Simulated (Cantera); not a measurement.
Mixture: CH₄ : O₂ : N₂ = 1 : 2.04 : 7.67 (molar parts), at 620000 Pa, adiabatic and at constant volume. Ignition delay is the time to a rise of 400 K.

Computed with Cantera and GRI-Mech 3.0 (53 species, 325 reactions).

Predict: delay at 1250 K; delay at 1450 K; delay at 1650 K; delay at 1850 K; delay at 2050 K; apparent activation energy between 1950 and 2150 K.


```json
{
 "delay at 1250 K": "4.02 ms",
 "delay at 1450 K": "0.429 ms",
 "delay at 1650 K": "67.1 µs",
 "delay at 1850 K": "15.6 µs",
 "delay at 2050 K": "5.17 µs",
 "apparent activation energy between 1950 and 2150 K": "170 kJ/mol"
}
```
